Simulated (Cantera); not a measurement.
Charge: 1 mol Si, 4.7 mol NF3, 62 mol H2, held at 1598.15 K and 8.40 mbar.

Cantera equilibrium calculation (NASA polynomials, part measured and part estimated; ideal gas, pure solids and liquids). Candidate condensed phases: Si, Si3N4; 37 gas species. The tables' values for SiF3, SiF2 are old estimates; treat these amounts as uncertain. The numbers say what is thermodynamically allowed, not how fast it happens.

Base state: H2 0.807, HF 0.144, N2 0.0334, SiF4 0.0131, SiF3 0.000980, H 0.000523, SiHF3 6.96e-5, SiF2 3.55e-5 (mole fractions); condensed: gas only.

Q: What changes in the equilibrium state with this change: pressure from 8.40 mbar to 1.70 mbar?

A: 
| species | before | after |
|---|---|---|
| H2 | 0.807 | 0.806 |
| HF | 0.144 | 0.146 |
| N2 | 0.0334 | 0.0333 |
| SiF4 | 0.0131 | 0.0120 |
| SiF2 | 3.55e-5 | 0.000158 |
| H | 0.000523 | 0.00116 |
| SiF3 | 0.000980 | 0.00197 |
| SiHF3 | 6.96e-5 | 6.31e-5 |
